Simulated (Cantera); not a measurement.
A perfectly stirred reactor is fed with 90.1 % NO, 9.91 % N2, at 13300 Pa; it is held at 1625 K, and followed from long to short residence time.

Detailed kinetics in Cantera: GRI-Mech 3.0 (53 species, 325 reactions).

x: mole fraction; the columns are a selection and need not sum to one.

```
τ (s)     x NO        x O2    x N2       x N2O       x NO2         x O
-------  -----  ----------  ------  ----------  ----------  ----------
29       0.724      0.0879   0.187    0.000175    0.000639     1.70e-5
7.7      0.840      0.0302   0.129    0.000240    0.000449     1.10e-5
2.0      0.884     0.00840   0.108    0.000263    0.000290     7.40e-6
0.54     0.896  (withheld)   0.101    0.000252  (withheld)  (withheld)
0.14     0.900    0.000443  0.0995    0.000195    0.000165     4.81e-6
0.038    0.901     6.25e-5  0.0992    0.000106    0.000105     3.65e-6
0.010    0.901     4.37e-6  0.0991     3.82e-5     3.97e-5     2.37e-6
0.0027   0.901     2.76e-7  0.0991     1.14e-5     1.04e-5     1.62e-6
0.00072  0.901     2.25e-8  0.0991     3.14e-6     2.09e-6     1.10e-6
0.00019  0.901  (withheld)  0.0991  (withheld)  (withheld)  (withheld)
```

Problem. Some entries are withheld; supply them.

Solution. 
- 0.54, x O2: 0.00216
- 0.54, x NO2: 0.000213
- 0.54, x O: 5.79e-6
- 0.00019, x O2: 2.19e-9
- 0.00019, x N2O: 8.35e-7
- 0.00019, x NO2: 2.87e-7
- 0.00019, x O: 5.53e-7
